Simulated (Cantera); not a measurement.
A closed system holds: 1 mol SiCl4, 0.87 mol N2, 11 mol H2, held at 0.100 bar.

Method: chemical equilibrium by Gibbs-energy minimisation in Cantera with the NASA 1993 tables (ideal gas, pure condensed phases). Candidate condensed phases: NH4Cl, Si, Si3N4; 28 gas species. N2 is the only nitrogen source here; it is nearly inert below about 1500 K, so the nitride shown seldom forms there in practice. Equilibrium is a limit: real reactors are often held back by kinetics, nucleation or transport.

Over these rows the condensed part is Si3N4(s). Partial pressures as log10 of bar:

```
T (K)  1000/T (1/K)  log p SiCl2  log p H2  log p HCl  log p N2
-----  ------------  -----------  --------  ---------  --------
1325         0.7547        -3.81     -1.15      -1.58     -2.65
1375         0.7273        -3.45     -1.15      -1.58     -2.63
1425         0.7018        -3.15     -1.15      -1.59     -2.59
1475         0.6780        -2.89     -1.15      -1.60     -2.54
1525         0.6557            ?     -1.15      -1.63     -2.47
1575         0.6349        -2.52     -1.15      -1.66     -2.41
```

Task: Fit log p(SiCl2) = a + b·(1000/T) to the five rows, give the apparent enthalpy, and predict the row at 1525 K.

Result: Means: 1000/T = 0.6993, log p = -3.164. Sxy = -0.091071, Sxx = 0.0084605, so b = -10.76 and a = -3.164 − (-10.76)×0.6993 = 4.36.
Apparent enthalpy: −19.145 × (-10.76) = 206 kJ/mol. With the condensed phases at unit activity, 1/3 Si3N4(s) + 2 HCl(g) = SiCl2(g) + H2(g) + 2/3 N2(g) links this pressure to the main gases: over the six rows their terms move log p by -0.32 in all, so the slope isn't that reaction's ΔH° alone. The five rows lie within 0.05 of the line.
Prediction at 1525 K: 4.36 + (-10.76)×0.6557 = -2.70. The computed value is -2.68, 0.02 from the line.
